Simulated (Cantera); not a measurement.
An isothermal, constant-pressure homogeneous reactor starts with 0.672 % CO, 8.53 % O₂, 0.0245 % H₂O, 90.8 % N₂, equivalence ratio 0.039, at 1100 K and 2.00 bar.

Detailed kinetics in Cantera: GRI-Mech 3.0 (53 species, 325 reactions).

x: mole fraction; the columns are a selection and need not sum to one.

| t (s) | x CO | x O₂ | x H₂O | x H | x OH |
|---|---|---|---|---|---|
| 4.00e-6 | 0.00672 | 0.0853 | 0.000245 | <1e-12 | <1e-12 |
| 2.00e-5 | 0.00672 | 0.0853 | 0.000245 | <1e-12 | <1e-12 |
| 0.000100 | 0.00672 | 0.0853 | 0.000245 | <1e-12 | 2.39e-12 |
| 0.000504 | 0.00672 | 0.0853 | 0.000245 | 2.02e-12 | 2.00e-11 |
| 0.00252 | 0.00672 | 0.0853 | 0.000245 | 1.26e-11 | 1.23e-10 |
| 0.0126 | 0.00672 | 0.0853 | 0.000245 | 1.12e-10 | 1.09e-9 |
| 0.0634 | 0.00663 | 0.0853 | 0.000244 | 1.07e-8 | 1.05e-7 |
| 0.318 | … | 0.0846 | 0.000244 | … | … |
| 1.59 | 0.00138 | 0.0829 | 0.000245 | 3.64e-9 | 1.61e-7 |
| 7.98 | 1.26e-5 | 0.0822 | 0.000246 | 2.68e-11 | 9.95e-8 |
| 40.0 | 2.88e-10 | 0.0822 | 0.000246 | <1e-12 | 4.35e-8 |

Fill in the missing entries.


- 0.318, x CO: 0.00513
- 0.318, x H: 1.18e-8
- 0.318, x OH: 1.48e-7
